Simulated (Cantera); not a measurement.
Feed: 1 mol Si₃N₄, 0.22 mol CO₂, 2.9 mol H₂, at 1.00 bar.

Equilibrium computed with Cantera from the NASA thermochemical tables; the gas is ideal and each condensed phase is pure. Candidate condensed phases: C, C₆H₆, C₇H₈, C₈H₁₈, H₂O, Si, SiC, SiO₂, Si₂N₂O, Si₃N₄; 151 gas species. Mutual solubility and eutectic melting of coexisting phases are not modelled. Gases not in the tables: Si₂H₆ and higher silanes. Rates play no part.

Task: Which condensed phases are stable at each of these points (T (K)): 1350, 1425, 1500, 1575, 1650, 1725, 1800, 1875, 1950, 2025?

Result: 
```csv
T (K),condensed phases,Si condensed (%)
1350,C(graphite) + Si₂N₂O(s) + Si₃N₄(s),100.0
1425,C(graphite) + Si₂N₂O(s) + Si₃N₄(s),100.0
1500,C(graphite) + SiC(s) + Si₂N₂O(s) + Si₃N₄(s),100.0
1575,SiC(s) + Si₂N₂O(s) + Si₃N₄(s),100.0
1650,SiC(s) + Si₂N₂O(s) + Si₃N₄(s),100.0
1725,SiC(s) + Si₂N₂O(s) + Si₃N₄(s),100.0
1800,SiC(s) + Si₂N₂O(s) + Si₃N₄(s),100.0
1875,SiC(s) + Si₂N₂O(s) + Si₃N₄(s),99.9
1950,SiC(s) + Si₂N₂O(s) + Si₃N₄(s),99.7
2025,Si(l) + SiC(s) + Si₂N₂O(s) + Si₃N₄(s),99.0
```

From 1350 K to 1425 K the condensed part is C(graphite) + Si₂N₂O(s) + Si₃N₄(s). At 1500 K the condensed part is C(graphite) + SiC(s) + Si₂N₂O(s) + Si₃N₄(s). From 1575 K to 1950 K the condensed part is SiC(s) + Si₂N₂O(s) + Si₃N₄(s). At 2025 K the condensed part is Si(l) + SiC(s) + Si₂N₂O(s) + Si₃N₄(s).
